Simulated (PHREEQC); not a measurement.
Solution (24 °C): 2.5 mmol/kgw NH4Cl, 23 mmol/kgw Na2CO3, 0.035 mmol/kgw NaCl and 1.2 mmol/kgw NaHCO3. Closed to the air; pH follows from the charge balance.

Computed with PHREEQC (ion-association model, phreeqc.dat).

No solid was allowed to form.

Problem. Order these C species by the share of C that they hold, largest first: NaCO3-, NaHCO3, CO3-2, HCO3-.

Solution. CO3-2 (62 %), NaCO3- (21 %), HCO3- (17 %), NaHCO3 (0.26 %)

Problem. Order these Na species by the share of Na that they hold, largest first: Na+, NaHCO3, NaCO3-.

Solution. Na+ (89 %), NaCO3- (11 %), NaHCO3 (0.13 %)

The pH is 10.65 and the ionic strength 0.0572 mol/kgw. Complexes and solids missing from the database can't appear.
